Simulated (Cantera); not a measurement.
Charge: 1 mol C3H8, a varied amount of H2O, held at 1627 °C and 1 atm.

Cantera equilibrium calculation (NASA polynomials, part measured and part estimated; ideal gas, pure solids and liquids). Candidate condensed phases: C, C6H6, C7H8, C8H18, H2O; 110 gas species. Kinetics and transport are ignored.

Q: At 0.085 mol H2O, list the 5 most abundant gas species with their mole fractions, and the condensed phases.

A: H2 0.978, CO 0.0204, H 0.000780, CH4 0.000545, C2H2 (acetylene) 0.000373. Condensed: C(graphite).
